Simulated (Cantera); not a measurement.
A closed system holds: 1 mol AlN, 7.3 mol Cl2, equilibrated at 752 °C and 10.0 Torr.

These are equilibrium values from Cantera (NASA tables, ideal gas, pure condensed phases), not measurements of a reactor. Candidate condensed phases: Al, AlCl3, AlN; 11 gas species. Rates play no part.

Base state: Cl2 0.791, AlCl3 0.137, N2 0.0683, Cl 0.00431, Al2Cl6 1.77e-5 (mole fractions); condensed: gas only.

**Question.** What changes in the equilibrium state with this change: temperature from 752 °C to 1202 °C?

**Answer.** 
```csv
species,before,after
Cl2,0.791,0.519
Cl,0.00431,0.307
AlCl3,0.137,0.116
N2,0.0683,0.0580
Al2Cl6,1.77e-5,2.36e-7
```
